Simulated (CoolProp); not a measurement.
The fluid at 415.47 K and 0.00889 MPa expands adiabatically to 0.000763 MPa with isentropic efficiency 0.85. The same conditions are run with several fluids, on thermodynamics alone (safety and materials aside).

Values from CoolProp's reference Helmholtz-energy equation of state of each fluid (propylene glycol: Eisenbach 2021; R1224YDZ: Akasaka 2023; propane: Lemmon 2009; n-decane: Lemmon 2006; cyclohexane: Zhou 2014).

Question: Rank propylene glycol, R1224YDZ, propane, n-decane, cyclohexane by work (kJ/kg), highest first.

Answer: propane (146), propylene glycol (88.7), cyclohexane (80.0), n-decane (48.8), R1224YDZ (45.1)

| fluid | final temperature (K) | final density (kg/m³) |
|---|---|---|
| propylene glycol | 371.8 | 0.0188 |
| R1224YDZ | 365.8 | 0.0373 |
| propane | 343.3 | 0.0118 |
| n-decane | 392.0 | 0.0333 |
| cyclohexane | 369.6 | 0.0209 |
